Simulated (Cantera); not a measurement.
# Adiabatic ignition

An adiabatic, constant-volume homogeneous reactor starts with 5.00 % CH4, 20.0 % O2, 75.0 % N2, equivalence ratio 0.50, at 1725 K and 160000 Pa.

Computed with Cantera and GRI-Mech 3.0 (53 species, 325 reactions).

| t (s) | T (K) | P (bar) | x CH4 | x O2 | x N2O | x CH2CO | x HCO | x H | x H2 |
|---|---|---|---|---|---|---|---|---|---|
| 5.00e-6 | 1725 | 1.60 | 0.0500 | 0.200 | 5.74e-11 | <1e-12 | 7.74e-11 | 2.31e-7 | 2.78e-6 |
| 1.13e-5 | 1725 | 1.60 | 0.0499 | 0.200 | 2.36e-10 | 9.12e-12 | 5.65e-10 | 3.03e-7 | 7.36e-6 |
| 2.55e-5 | 1725 | 1.60 | 0.0498 | 0.200 | 1.03e-9 | 8.93e-10 | 5.91e-9 | 6.15e-7 | 2.47e-5 |
| 5.77e-5 | 1727 | 1.60 | 0.0486 | 0.199 | 5.12e-9 | 2.50e-7 | 1.65e-7 | 4.17e-6 | 0.000197 |
| 0.000130 | 2575 | 2.45 | <1e-12 | 0.0961 | 9.48e-7 | <1e-12 | 1.52e-8 | 0.00559 | 0.00498 |
| 0.000294 | 2736 | 2.58 | <1e-12 | 0.0954 | 1.55e-6 | <1e-12 | 5.53e-9 | 0.00223 | 0.00296 |
| 0.000665 | 2729 | 2.57 | <1e-12 | 0.0932 | 1.57e-6 | <1e-12 | 5.30e-9 | 0.00216 | 0.00292 |
| 0.00150 | 2719 | 2.56 | <1e-12 | 0.0902 | 1.63e-6 | <1e-12 | 5.01e-9 | 0.00206 | 0.00287 |
| 0.00340 | 2712 | 2.55 | <1e-12 | 0.0879 | 1.70e-6 | <1e-12 | 4.79e-9 | 0.00199 | 0.00282 |
| 0.00767 | 2710 | 2.55 | <1e-12 | 0.0873 | 1.72e-6 | <1e-12 | 4.74e-9 | 0.00197 | 0.00282 |
| 0.0173 | 2710 | 2.55 | <1e-12 | 0.0873 | 1.72e-6 | <1e-12 | 4.74e-9 | 0.00197 | 0.00282 |
| 0.0392 | 2710 | 2.55 | <1e-12 | 0.0873 | 1.72e-6 | <1e-12 | 4.74e-9 | 0.00197 | 0.00282 |
| 0.0885 | 2710 | 2.55 | <1e-12 | 0.0873 | 1.72e-6 | <1e-12 | 4.74e-9 | 0.00197 | 0.00282 |
| 0.200 | 2710 | 2.55 | <1e-12 | 0.0873 | 1.72e-6 | <1e-12 | 4.74e-9 | 0.00197 | 0.00282 |
x: mole fraction; the columns are a selection and need not sum to one.

The time of steepest temperature rise is 0.108 ms and the temperature at 0.200 s is 2710 K. The equilibrium temperature is 2710 K. The x(CH4) at 0.200 s is <1e-12 (gas-phase equilibrium <1e-12) and the x(O2) at 0.200 s is 0.0873 (gas-phase equilibrium 0.0873). The x(N2O) at 0.200 s comes out as 1.72e-6 (gas-phase equilibrium 1.72e-6).
